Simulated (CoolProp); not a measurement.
Cyclopentane along the isotherm 550 K: fugacity coefficient from the reference equation and from simpler models built on Tc = 511.7 K, pc = 4.583 MPa, ω = 0.202; each cubic takes its own stable root.

Model: reference Helmholtz-energy equation of state, Gedanitz 2015, in CoolProp.

| p (MPa) | phase | reference | van der Waals | Redlich-Kwong | Soave-Redlich-Kwong | Peng-Robinson |
|---|---|---|---|---|---|---|
| 0.0725 | gas | 0.9956 | 0.9961 | 0.9956 | 0.9958 | 0.9952 |
| 0.122 | gas | 0.9926 | 0.9934 | 0.9927 | 0.9929 | 0.9919 |
| 0.206 | gas | 0.9875 | 0.9888 | 0.9876 | 0.9880 | 0.9864 |
| 0.348 | gas | 0.9789 | 0.9811 | 0.9791 | 0.9797 | 0.9771 |
| 0.588 | gas | 0.9645 | 0.9682 | 0.9648 | 0.9659 | 0.9615 |
| 0.992 | gas | 0.9405 | 0.9464 | 0.9410 | 0.9427 | 0.9356 |
| 1.67 | gas | 0.9009 | 0.9100 | 0.9015 | 0.9044 | 0.8930 |
| 2.82 | gas | 0.8352 | 0.8485 | 0.8359 | 0.8409 | 0.8234 |
| 4.77 | supercritical | 0.7270 | 0.7423 | 0.7271 | 0.7361 | 0.7115 |
| 8.05 | supercritical | 0.5554 | 0.5635 | 0.5550 | 0.5720 | 0.5444 |
| 13.6 | supercritical | 0.4036 | 0.4318 | 0.4118 | 0.4282 | 0.3995 |
| 22.9 | supercritical | 0.3204 | 0.3731 | 0.3330 | 0.3483 | 0.3155 |
